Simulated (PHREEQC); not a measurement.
Dissolve 0.039 mol/kgw ZnCl2 and 0.0075 mol/kgw MnSO4 at 70 °C. Closed to the air; pH follows from the charge balance.

All values are PHREEQC results (ion-association model, phreeqc.dat), not measurements.

```json
[
 {"quantity": "ionic strength (mol/kgw)", "before": "0.110", "after": "0.129"},
 {"quantity": "Zn+2 (mol/kgw)", "before": "0.0264", "after": "0.0347"},
 {"quantity": "ZnCl+ (mol/kgw)", "before": "0.00897", "after": "0.000982"},
 {"quantity": "Mn+2 (mol/kgw)", "before": "0.00602", "after": "0.00638"}
]
```

Q: Which change was made?
A) 0.019 mol/kgw Na2SO4 added
B) temperature from 70 to 5 °C
C) 0.0054 mol/kgw NaNO3 added
D) diluted 10-fold with water

A: B, temperature from 70 to 5 °C

This is a speciation only: nothing precipitates in the calculation. Away from 25 °C the constants follow the database's enthalpies or fits; those with neither stay at their 25 °C values.
